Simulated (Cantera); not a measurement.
Equilibrium for halide evaporation, hydrolysis and transport: CaF2 + H2 + N2

Charge: 1 mol CaF2, 0.22 mol H2, 0.44 mol N2, held at 1925 K and 0.00250 bar.

Equilibrium computed with Cantera from the NASA thermochemical tables; the gas is ideal and each condensed phase is pure. Candidate condensed phases: Ca, CaF2; 25 gas species. Equilibrium is a limit: real reactors are often held back by kinetics, nucleation or transport.

```yaml
x(CaF2): 0.550
x(N2): 0.259
x(H2): 0.105
x(HF): 0.0424
x(CaF): 0.0337
x(H): 0.00620
x(Ca): 0.00433
gas_amount: 1.701 mol
log10 activity of CaF2(l) (absent): -0.06
log10 activity of Ca(l) (absent): -5.30
```
